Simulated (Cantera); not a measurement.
A closed system holds: 1 mol MgF₂, 44 mol H₂, held at 90.0 Pa.

Equilibrium computed with Cantera from the NASA thermochemical tables; the gas is ideal and each condensed phase is pure. Candidate condensed phases: Mg, MgF₂; 17 gas species. Kinetics and transport are ignored.

### Question
Which condensed phases are stable at each of these points (T (K)): 925, 975, 1025, 1075, 1125, 1175, 1225, 1275, 1325, 1375, 1425, 1475, 1525, 1575?

### Answer
```tsv
T (K)	condensed phases	Mg condensed (%)
925	MgF₂(s)	100.0
975	MgF₂(s)	100.0
1025	MgF₂(s)	100.0
1075	MgF₂(s)	99.9
1125	MgF₂(s)	99.7
1175	MgF₂(s)	99.2
1225	MgF₂(s)	97.8
1275	MgF₂(s)	93.9
1325	MgF₂(s)	83.9
1375	MgF₂(s)	57.9
1425	gas only	0.0
1475	gas only	0.0
1525	gas only	0.0
1575	gas only	0.0
```

From 925 K to 1375 K the condensed part is MgF₂(s). From 1425 K to 1575 K nothing is condensed.
